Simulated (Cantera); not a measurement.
Gas mixture: N2O = 0.35 (molar parts), at 1.00 bar, frozen composition.

Cantera's kinetic-theory transport with the Lennard-Jones parameters of GRI-Mech 3.0, ideal gas; thermal conductivity in the mixture-averaged form. The composition is frozen, though it would react at the higher temperatures.

One state of this run: ρ (kg/m³) = 0.246; cp (J/kg/K) = 1402; μ (µPa s) = 67.2; λ (mW/m/K) = 129; Pr = 0.731; D (cm²/s) OH = 7.19; D (cm²/s) H2O = 6.22; D (cm²/s) H = 30.3. D: mixture-averaged diffusion coefficient of that species in the mixture.

Task: Which value of T (K) does it belong to?
(A) 1900
(B) 2150
(C) 650
(D) 400

Result: B, 2150
